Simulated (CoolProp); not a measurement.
A single-stage vapour-compression cycle with R245fa: evaporating at 256.15 K (dew point), condensing at 276.15 K (bubble point), superheat 5 K, subcooling 2 K, compressor efficiency 0.65, no pressure losses. Each further row changes one setting.

Values from CoolProp's reference Helmholtz-energy equation of state, Akasaka 2015.

```json
[
 {"case": "as stated", "cooling COP": "7.89", "pressure ratio": "2.64", "discharge temperature (K)": "292.3", "refrigerating effect (kJ/kg)": "195", "volumetric capacity (kJ/m³)": "281"},
 {"case": "evaporating temperature 261.15 K", "cooling COP": "…", "pressure ratio": "2.04", "discharge temperature (K)": "…", "refrigerating effect (kJ/kg)": "…", "volumetric capacity (kJ/m³)": "366"},
 {"case": "condensing temperature 271.15 K", "cooling COP": "…", "pressure ratio": "2.11", "discharge temperature (K)": "…", "refrigerating effect (kJ/kg)": "201", "volumetric capacity (kJ/m³)": "290"},
 {"case": "subcooling 7 K", "cooling COP": "8.14", "pressure ratio": "2.64", "discharge temperature (K)": "292.3", "refrigerating effect (kJ/kg)": "201", "volumetric capacity (kJ/m³)": "290"},
 {"case": "superheat 15 K", "cooling COP": "7.90", "pressure ratio": "2.64", "discharge temperature (K)": "302.6", "refrigerating effect (kJ/kg)": "203", "volumetric capacity (kJ/m³)": "281"},
 {"case": "compressor efficiency 0.55", "cooling COP": "…", "pressure ratio": "2.64", "discharge temperature (K)": "297.4", "refrigerating effect (kJ/kg)": "195", "volumetric capacity (kJ/m³)": "281"}
]
```

**Question.** What belongs in the gaps?

**Answer.** 
- evaporating temperature 261.15 K, cooling COP: 10.9
- evaporating temperature 261.15 K, discharge temperature (K): 289.1
- evaporating temperature 261.15 K, refrigerating effect (kJ/kg): 199
- condensing temperature 271.15 K, cooling COP: 10.7
- condensing temperature 271.15 K, discharge temperature (K): 285.0
- compressor efficiency 0.55, cooling COP: 6.67
